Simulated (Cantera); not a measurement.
# Thermodynamics of silicon oxide and oxynitride deposition, feed SiH4 + NO + H2 + CO2

A closed system holds: 1 mol SiH4, 15 mol NO, 11 mol H2, 23 mol CO2, equilibrated at 0.0390 bar.

Equilibrium computed with Cantera from the NASA thermochemical tables; the gas is ideal and each condensed phase is pure. Candidate condensed phases: C, C6H6, C7H8, C8H18, H2O, Si, SiC, SiO2, Si2N2O, Si3N4; 151 gas species. The tables hold silica as quartz up to 1696 K and as liquid above; real silica turns to tridymite and cristobalite and melts near 1996 K. Gases not in the tables: Si(OH)4. Kinetics and transport are ignored.

From 1025 K to 1625 K the condensed part is SiO2(β-quartz). At 1725 K the condensed part is SiO2(condensed).

```csv
T (K),log p CO2,log p H2O,log p N2,log p CO,log p O2,log p H2,n SiO2(β-quartz),n SiO2(condensed)
1025,-1.69,-1.93,-2.17,-7.67,-7.75,-7.80,1.00,0
1125,-1.69,-1.93,-2.17,-6.79,-6.94,-7.08,1.00,0
1225,-1.69,-1.93,-2.17,-6.07,-6.25,-6.48,1.00,0
1325,-1.69,-1.93,-2.17,-5.45,-5.67,-5.97,1.00,0
1425,-1.69,-1.93,-2.17,-4.93,-5.16,-5.53,1.00,0
1525,-1.69,-1.93,-2.17,-4.47,-4.72,-5.15,1.00,0
1625,-1.69,-1.93,-2.17,-4.08,-4.34,-4.82,1.00,0
1725,-1.69,-1.94,-2.17,-3.73,-4.00,-4.52,0,1.000
```
log p: log10 of the partial pressure in bar; n: condensed amount in mol.
